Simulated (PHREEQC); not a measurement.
A PHREEQC input (ion-association model, wateq4f.dat):

```
SOLUTION 1
  temp 25
  units mg/L
  pH 8.39
  pe 12.2
  Na 12.6
  K 1.12
  Ca 32
  Mg 0.395
  Cl 38
  S(6) 41.2 as SO4
  Alkalinity 15.6 as HCO3
  Pb 0.132
  Zn 0.269
  Br 0.391
END
USE solution 1
EQUILIBRIUM_PHASES 1
  CO2(g) 3.4 10
END
```

The run finishes without an error or a warning.

Its last state differs from that of the intended input:

```csv
quantity,as run,intended
pH,2.75,7.59
ionic strength (mol/kgw),0.00517,0.00329
HCO3- (mol/kgw),0.00221,0.000249
CaSO4 (mol/kgw),2.87e-5,3.62e-5
CaHCO3+ (mol/kgw),1.58e-5,1.89e-6
MgSO4 (mol/kgw),6.86e-7,8.61e-7
SI of Pb(OH)2 (Pb(OH)2),-9.54,-0.16
SI of Cerrusite (PbCO3),-3.86,-0.43
```

Task: One thing in the input isn't as intended. What explains the difference?

Result: One answer among several that fit: The fault: the CO2 pressure typed with the wrong sign of its logarithm. The line should read `CO2(g) -3.4` where the input has `CO2(g) 3.4`.
